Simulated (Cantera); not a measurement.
A closed system holds: 1 mol CH3SiCl3, 2.5 mol H2, equilibrated at 2500 K and 38000 Pa.

These are equilibrium values from Cantera (NASA tables, ideal gas, pure condensed phases), not measurements of a reactor. The feed counts by its element totals alone. The tables' values for SiCl, SiCl3 are old estimates; treat these amounts as uncertain. Gases not in the tables: Si2H6 and higher silanes. Kinetics and transport are ignored.

```
species            before     after
----------------  -------  --------
H2                  0.514     0.880
HCl                 0.345    0.0652
H                  0.0293    0.0383
SiCl2              0.0818   0.00251
Cl                 0.0139   0.00200
Si                0.00299   0.00441
SiCl4             1.47e-5   9.38e-9
SiCl3             0.00139   6.14e-6
SiHCl3            1.88e-5   1.09e-7
C2HCl             4.28e-5   3.73e-6
SiCl              0.00382  0.000811
C4H2              2.49e-5   9.04e-6
C(graphite), mol    0.445         0
SiC(s), mol         0.479     0.564
```
Gas species are given as mole fractions.

**Question.** Which change was made?
A) temperature from 2500 K to 1225 K
B) H2 from 2.5 to 6.4 mol
C) pressure from 38000 Pa to 2700 Pa
D) H2 from 2.5 to 37 mol

**Answer.** D, H2 from 2.5 to 37 mol. The tables' values for SiCl are old estimates; treat these amounts as uncertain
